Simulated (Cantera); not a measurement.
A Cantera script and its output.

```python
import numpy as np
import cantera as ct

gas = ct.Solution("h2o2.yaml")
gas.TPX = 473, 59000, {'H2': 1, 'O2': 0.455, 'N2': 1.71}
flame = ct.FreeFlame(gas, width=0.058)
flame.set_refine_criteria(ratio=3, slope=0.08, curve=0.16)
flame.transport_model = "mixture-averaged"
flame.solve(loglevel=0, auto=True)
z, T = flame.grid, flame.T
thick = (T[-1] - T[0]) / np.gradient(T, z).max()
show = ['H2', 'O2', 'H', 'H2O', 'OH', 'O']
print(f"laminar burning velocity  {flame.velocity[0] * 100:.3f} cm/s")
print(f"burnt temperature         {T[-1]:.1f} K")
print(f"thermal thickness         {thick * 1e3:.4f} mm")
print(f"grid points               {len(z)}")
z0 = z[flame.heat_release_rate.argmax()]
print(f"{'z/mm':>9s}{'T/K':>9s}{'u/(m/s)':>9s}" + "".join(f"{s:>11s}" for s in show))
rows = []
for k in (-3, -2, -1.5, -1, -0.5, -0.25, 0, 0.25, 0.5, 1, 2, 4, 8):
    zz = z0 + k * thick
    rows.append([k * thick, np.interp(zz, z, T), np.interp(zz, z, flame.velocity),
                 *(np.interp(zz, z, flame.X[gas.species_index(s)]) for s in show)])
    print(f"{rows[-1][0] * 1e3:9.3f}{rows[-1][1]:9.1f}{rows[-1][2]:9.3f}" + "".join(f"{x:11.3e}" for x in rows[-1][3:]))
```

It prints:

```
laminar burning velocity  506.449 cm/s
burnt temperature         2471.6 K
thermal thickness         0.8596 mm
grid points               134
     z/mm      T/K  u/(m/s)         H2         O2          H        H2O         OH          O
   -2.579    473.0    5.064  3.160e-01  1.438e-01  5.288e-18  7.714e-15  3.441e-18  2.526e-16
   -1.719    473.0    5.064  3.160e-01  1.438e-01  1.320e-15  1.360e-12  7.702e-16  5.655e-14
   -1.289    473.0    5.064  3.160e-01  1.438e-01  1.292e-13  6.443e-11  3.487e-14  2.559e-12
   -0.860    473.0    5.064  3.159e-01  1.438e-01  2.837e-10  1.324e-08  6.532e-12  4.015e-10
   -0.430    479.5    5.119  3.136e-01  1.441e-01  2.600e-05  1.674e-04  1.210e-05  1.903e-06
   -0.215    695.7    7.252  2.818e-01  1.398e-01  5.201e-03  1.691e-02  8.401e-04  2.001e-04
    0.000   1176.0   11.821  1.669e-01  9.791e-02  4.304e-02  1.101e-01  3.255e-03  5.431e-03
    0.215   1493.3   14.822  7.364e-02  3.800e-02  6.932e-02  2.163e-01  9.184e-03  1.146e-02
    0.430   1634.3   16.103  5.880e-02  2.465e-02  6.545e-02  2.402e-01  1.220e-02  1.176e-02
    0.860   1784.9   17.415  5.810e-02  2.018e-02  5.307e-02  2.508e-01  1.463e-02  1.045e-02
    1.719   1946.9   18.778  5.757e-02  1.655e-02  3.955e-02  2.621e-01  1.626e-02  8.312e-03
    3.439   2102.7   20.042  5.489e-02  1.286e-02  2.765e-02  2.753e-01  1.657e-02  5.962e-03
    6.877   2242.4   21.139  5.054e-02  9.328e-03  1.818e-02  2.892e-01  1.543e-02  3.839e-03
```

Model: the H2/O2 subset of GRI-Mech 3.0, which has no nitrogen chemistry, integrated in Cantera. Burning velocities carry a grid error of a few per cent, more on coarse grids.
